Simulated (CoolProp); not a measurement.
The numbers come from the reference Helmholtz-energy equation of state, Leachman 2009 in CoolProp.

For normal hydrogen, give the phase and the cp (kJ/(kg K)), cv (kJ/(kg K)), speed of sound (m/s), conductivity (mW/(m K)) at 257.5 K and 5.25 bar.


- 257.5 K and 5.25 bar: gas; cp 14.1, cv 9.98, speed of sound 1230, conductivity 166

Thermal conductivity comes from a separate model (Assael 2011).
